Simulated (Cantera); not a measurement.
## Ta₂O₅ + H₂ (hydrogen reduction and annealing atmospheres)

Input: 1 mol Ta₂O₅, 4.7 mol H₂, held at 1 atm.

Equilibrium computed with Cantera from the NASA thermochemical tables; the gas is ideal and each condensed phase is pure. Candidate condensed phases: H₂O, Ta, Ta₂O₅; 12 gas species. Mutual solubility and eutectic melting of coexisting phases are not modelled. Condensed phases not in the tables: N, O or C dissolved in the metal. Equilibrium is a limit: real reactors are often held back by kinetics, nucleation or transport.

From 850 K to 1450 K the condensed part is Ta₂O₅(s). From 1550 K to 2050 K the condensed part is Ta(s) + Ta₂O₅(s).

| T (K) | log p H₂ | log p H₂O | log p H | log p TaO₂ | log p OH | log p TaO | n Ta₂O₅(s) | n Ta(s) |
|---|---|---|---|---|---|---|---|---|
| 850 | 0.01 | -8.17 | -10.69 | <-11 | <-11 | <-11 | 1.00 | 0 |
| 950 | 0.01 | -7.14 | -9.25 | <-11 | <-11 | <-11 | 1.00 | 0 |
| 1050 | 0.01 | -6.32 | -8.09 | <-11 | <-11 | <-11 | 1.00 | 0 |
| 1150 | 0.01 | -5.64 | -7.12 | <-11 | <-11 | <-11 | 1.000 | 0 |
| 1250 | 0.01 | -5.08 | -6.31 | <-11 | <-11 | <-11 | 1.000 | 0 |
| 1350 | 0.01 | -4.61 | -5.62 | <-11 | <-11 | <-11 | 1.000 | 0 |
| 1450 | 0.01 | -4.20 | -5.02 | -11.79 | -10.85 | <-11 | 1.000 | 0 |
| 1550 | 0.01 | -3.85 | -4.50 | -10.41 | -9.83 | -11.09 | 1.000 | 0.000261 |
| 1650 | 0.01 | -3.55 | -4.04 | -9.21 | -8.94 | -9.90 | 1.000 | 0.000526 |
| 1750 | 0.01 | -3.28 | -3.63 | -8.15 | -8.15 | -8.85 | 1.000 | 0.000976 |
| 1850 | 0.01 | -3.04 | -3.27 | -7.21 | -7.44 | -7.92 | 0.999 | 0.00169 |
| 1950 | 0.00 | -2.83 | -2.94 | -6.37 | -6.82 | -7.08 | 0.999 | 0.00274 |
| 2050 | 0.00 | -2.64 | -2.64 | -5.61 | -6.25 | -6.33 | 0.998 | 0.00424 |
log p: log10 of the partial pressure in bar; n: condensed amount in mol.
